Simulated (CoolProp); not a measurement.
Cyclopropane along the isobar 32.5 bar: Z from the reference equation and from simpler models built on Tc = 398.7 K, pc = 56.05 bar, ω = 0.131; each cubic takes its own stable root.

The numbers come from the reference Helmholtz-energy equation of state, Polt 1992 in CoolProp. This equation is an older, rougher fit; its heat capacities, sound speeds and derivatives of the liquid may be far off and weren't checked against measurements.

```json
[
 {"T (K)": "364", "phase": "liquid", "reference": "0.09186", "van der Waals": "0.7141", "Redlich-Kwong": "0.6520", "Peng-Robinson": "0.09495"},
 {"T (K)": "371.8", "phase": "gas", "reference": "0.6650", "van der Waals": "0.7358", "Redlich-Kwong": "0.6865", "Peng-Robinson": "0.6570"},
 {"T (K)": "379.6", "phase": "gas", "reference": "0.7012", "van der Waals": "0.7546", "Redlich-Kwong": "0.7145", "Peng-Robinson": "0.6885"},
 {"T (K)": "387.4", "phase": "gas", "reference": "0.7301", "van der Waals": "0.7711", "Redlich-Kwong": "0.7381", "Peng-Robinson": "0.7148"},
 {"T (K)": "395.1", "phase": "gas", "reference": "0.7536", "van der Waals": "0.7856", "Redlich-Kwong": "0.7582", "Peng-Robinson": "0.7370"},
 {"T (K)": "402.9", "phase": "gas", "reference": "0.7738", "van der Waals": "0.7988", "Redlich-Kwong": "0.7761", "Peng-Robinson": "0.7567"},
 {"T (K)": "410.7", "phase": "gas", "reference": "0.7912", "van der Waals": "0.8107", "Redlich-Kwong": "0.7919", "Peng-Robinson": "0.7741"},
 {"T (K)": "418.5", "phase": "gas", "reference": "0.8064", "van der Waals": "0.8215", "Redlich-Kwong": "0.8060", "Peng-Robinson": "0.7897"},
 {"T (K)": "426.3", "phase": "gas", "reference": "0.8197", "van der Waals": "0.8314", "Redlich-Kwong": "0.8187", "Peng-Robinson": "0.8037"},
 {"T (K)": "434.1", "phase": "gas", "reference": "0.8315", "van der Waals": "0.8405", "Redlich-Kwong": "0.8302", "Peng-Robinson": "0.8164"},
 {"T (K)": "441.9", "phase": "gas", "reference": "0.8421", "van der Waals": "0.8489", "Redlich-Kwong": "0.8407", "Peng-Robinson": "0.8280"},
 {"T (K)": "449.6", "phase": "gas", "reference": "0.8515", "van der Waals": "0.8566", "Redlich-Kwong": "0.8502", "Peng-Robinson": "0.8385"},
 {"T (K)": "457.4", "phase": "gas", "reference": "0.8600", "van der Waals": "0.8637", "Redlich-Kwong": "0.8590", "Peng-Robinson": "0.8482"},
 {"T (K)": "465.2", "phase": "gas", "reference": "0.8677", "van der Waals": "0.8704", "Redlich-Kwong": "0.8671", "Peng-Robinson": "0.8572"},
 {"T (K)": "473", "phase": "gas", "reference": "0.8748", "van der Waals": "0.8767", "Redlich-Kwong": "0.8746", "Peng-Robinson": "0.8654"}
]
```

At some of these states van der Waals, Redlich-Kwong gives the other phase, because its saturation line lies elsewhere.
